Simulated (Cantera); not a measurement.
Diamond growth

A diamond (100) surface in a fixed gas of H2 with x(CH4) = 0.0059, x(H) = 0.0071, x(CH3) = 0.00017, at 975 K; coverages are run to steady state.

Computed with Cantera and the Harris–Goodwin 1993 mechanism for the reconstructed diamond (100) surface.

```json
[
 {"P (Pa)": "320", "growth (µm/h)": "0.207", "θ c6HH": "0.610", "θ c6H*": "0.0159", "θ c6*H": "0.350", "θ c6**": "0.00794", "θ c6HM": "0.0117"},
 {"P (Pa)": "590", "growth (µm/h)": "0.415", "θ c6HH": "0.610", "θ c6H*": "0.0159", "θ c6*H": "0.350", "θ c6**": "0.00793", "θ c6HM": "0.0127"},
 {"P (Pa)": "1100", "growth (µm/h)": "0.813", "θ c6HH": "0.609", "θ c6H*": "0.0159", "θ c6*H": "0.349", "θ c6**": "0.00792", "θ c6HM": "0.0134"},
 {"P (Pa)": "2000", "growth (µm/h)": "1.52", "θ c6HH": "0.609", "θ c6H*": "0.0159", "θ c6*H": "0.349", "θ c6**": "0.00792", "θ c6HM": "0.0137"},
 {"P (Pa)": "3700", "growth (µm/h)": "2.85", "θ c6HH": "0.609", "θ c6H*": "0.0159", "θ c6*H": "0.349", "θ c6**": "0.00792", "θ c6HM": "0.0140"},
 {"P (Pa)": "6800", "growth (µm/h)": "5.29", "θ c6HH": "0.609", "θ c6H*": "0.0159", "θ c6*H": "0.349", "θ c6**": "0.00793", "θ c6HM": "0.0141"},
 {"P (Pa)": "13000", "growth (µm/h)": "10.2", "θ c6HH": "0.608", "θ c6H*": "0.0160", "θ c6*H": "0.349", "θ c6**": "0.00794", "θ c6HM": "0.0141"},
 {"P (Pa)": "23000", "growth (µm/h)": "18.0", "θ c6HH": "0.608", "θ c6H*": "0.0162", "θ c6*H": "0.348", "θ c6**": "0.00796", "θ c6HM": "0.0142"}
]
```
θ: site fractions in the mechanism's names (c6HH fully hydrogenated, c6H* and c6*H radical sites, c6** diradical, c6HM methylated).
